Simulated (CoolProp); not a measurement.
A single-stage vapour-compression cycle with R13: evaporating at 265.15 K (dew point), condensing at 285.15 K (bubble point), superheat 0 K, subcooling 0 K, compressor efficiency 0.9, no pressure losses. Each further row changes one setting.

The numbers come from the reference Helmholtz-energy equation of state, Platzer 1990 in CoolProp. This equation is an older, rougher fit; its heat capacities, sound speeds and derivatives of the liquid may be far off and weren't checked against measurements.

```tsv
case	cooling COP	pressure ratio	discharge temperature (K)	refrigerating effect (kJ/kg)	volumetric capacity (kJ/m³)
as stated	8.64	1.65	292.4	73.2	7680
evaporating temperature 270.15 K	12.1	1.45	290.7	73.6	9000
condensing temperature 280.15 K	12.4	1.47	285.6	80.1	8410
subcooling 5 K	9.52	1.65	292.4	80.6	8460
superheat 10 K	8.71	1.65	301.7	82.0	7800
compressor efficiency 0.8	7.68	1.65	293.4	73.2	7680
```
